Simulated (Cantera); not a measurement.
A Cantera script and its output.

```python
import numpy as np
import cantera as ct

gas = ct.Solution("gri30.yaml")
gas.TPX = 525, 24000, {'CH4': 1, 'CO': 0.074, 'O2': 3.45, 'N2': 13, 'CO2': 0.91}
inlet = ct.Reservoir(gas, clone=True)
gas.equilibrate("HP")  # start burning
reactor = ct.IdealGasConstPressureReactor(gas, energy="on", clone=False)
exhaust = ct.Reservoir(gas, clone=True)
tau = [0.09, 0.03, 0.0099, 0.0033, 0.0011, 0.00036, 0.00012, 4e-05, 1.3e-05][0]
for a, b in ((inlet, reactor), (reactor, exhaust)):
    ct.MassFlowController(a, b, mdot=lambda t: reactor.mass / tau)
net = ct.ReactorNet([reactor])
show = ['CH4', 'CO', 'O2', 'CH3', 'H2O2', 'CO2', 'O']

rows = []
print(f"{'tau/s':>10s}{'T/K':>9s}" + "".join(f"{s:>11s}" for s in show))
for tau in [0.09, 0.03, 0.0099, 0.0033, 0.0011, 0.00036, 0.00012, 4e-05, 1.3e-05]:
    net.initial_time = 0.0
    net.advance(30 * tau)
    before = gas.X
    net.advance(40 * tau)
    drift = np.max(np.abs(gas.X - before) / (gas.X + 1e-9))
    rows.append([gas.T, *gas[show].X, drift])
    print(f"{tau:10.3e}{gas.T:9.1f}" + "".join(f"{x:11.3e}" for x in gas[show].X))
```

It prints:

```
     tau/s      T/K        CH4         CO         O2        CH3       H2O2        CO2          O
 9.000e-02   1707.0  1.769e-05  2.211e-03  7.704e-02  2.921e-06  6.981e-08  1.053e-01  8.649e-04
 3.000e-02   1679.2  3.638e-05  4.049e-03  7.764e-02  5.254e-06  1.101e-07  1.033e-01  1.600e-03
 9.900e-03   1634.9  8.026e-05  6.945e-03  7.879e-02  9.932e-06  1.770e-07  9.996e-02  2.725e-03
 3.300e-03   1571.9  1.985e-04  1.119e-02  8.095e-02  2.058e-05  2.911e-07  9.510e-02  4.008e-03
 1.100e-03   1486.3  6.327e-04  1.835e-02  8.587e-02  5.320e-05  4.927e-07  8.686e-02  4.463e-03
 3.600e-04    525.0  5.425e-02  4.014e-03  1.872e-01 -6.104e-19 -1.490e-19  4.937e-02  3.485e-20
 1.200e-04    525.0  5.425e-02  4.014e-03  1.872e-01  4.170e-21 -1.131e-22  4.937e-02  1.405e-20
 4.000e-05    525.0  5.425e-02  4.014e-03  1.872e-01  1.135e-21 -7.141e-24  4.937e-02  5.579e-21
 1.300e-05    525.0  5.425e-02  4.014e-03  1.872e-01  2.817e-22 -4.511e-25  4.937e-02  1.920e-21
```

Model: GRI-Mech 3.0 (53 species, 325 reactions), integrated in Cantera.
